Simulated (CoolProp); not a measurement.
Vapour-liquid equilibrium of R125 (1) + R152A (2) at 0.0433 MPa; x and y are mole fractions of (1).

Computed with CoolProp (multi-fluid Helmholtz-energy mixture model, Lemmon 2005 and Outcalt 1996; pair parameters Bell 2016).

```tsv
x	bubble temperature (°C)	y at the bubble point	dew temperature at overall composition x (°C)	liquid density (mol/L)
0.05	-43.8	0.148	-42.4	15.72
0.15	-47.2	0.362	-43.8	15.43
0.25	-50.0	0.513	-45.4	15.13
0.35	-52.3	0.628	-47.0	14.84
0.45	-54.5	0.721	-48.8	14.56
0.55	-56.4	0.798	-50.7	14.28
0.65	-58.3	0.862	-52.8	14.01
0.75	-60.1	0.914	-55.2	13.74
0.85	-61.7	0.955	-58.0	13.47
0.95	-63.3	0.987	-61.5	13.21
```

No azeotrope shows between x = 0.05 and 0.95.

The pair parameters rest on a limited set of measurements; away from them the model extrapolates. The gap from Raoult's law changes sign with composition, which may be real or a fault of the pair parameters; it wasn't checked against measurements.
